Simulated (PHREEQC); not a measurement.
Solution (65 °C): 0.0027 mol Cu(NO3)2, 0.0057 mol H2SO4 and 0.0002 mol H3BO3 per kg of water. Closed to the air; pH follows from the charge balance.

The numbers come from PHREEQC with the ion-association model, phreeqc.dat.

Each row changes one thing in this solution. No solid was allowed to form.

| case | pH | ionic strength (mol/kgw) | HSO4- (mol/kgw) | SO4-2 (mol/kgw) | Cu+2 (mol/kgw) | CuSO4 (mol/kgw) |
|---|---|---|---|---|---|---|
| as made | 2.13 | 0.0175 | 0.00297 | 0.00228 | 0.00225 | 0.000451 |
| diluted 2-fold with water | 2.38 | 0.00949 | 0.00117 | 0.00149 | 0.00116 | 0.000193 |
| diluted 100-fold with water | 3.96 | 0.000248 | 1.50e-6 | 5.52e-5 | 2.67e-5 | 3.28e-7 |
| 0.00034 mol/kgw HCl added | 2.11 | 0.0177 | 0.00301 | 0.00225 | 0.00225 | 0.000442 |

Species that the database lacks are ignored. At this temperature some constants are extrapolated from 25 °C, and those without enthalpy data are left unchanged.
